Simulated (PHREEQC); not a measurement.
Dissolve 0.0012 mol HF per kg of water at 20 °C. Closed to the air; pH follows from the charge balance.

Model: ion-association model, phreeqc.dat, run in PHREEQC.

```yaml
pH: 3.20
ionic_strength: 0.000651 mol/kgw
specific_conductance: 229 µS/cm
total_alkalinity: -1.20 meq/kg
```

| species | molality | activity | log γ |
|---|---|---|---|
| H+ | 0.000651 | 0.000633 | -0.012 |
| F- | 0.000650 | 0.000631 | -0.013 |
| HF | 0.000548 | 0.000548 | 0.000 |
| HF2- | 1.31e-6 | 1.27e-6 | -0.012 |

No solid was allowed to form. Complexes and solids missing from the database can't appear.
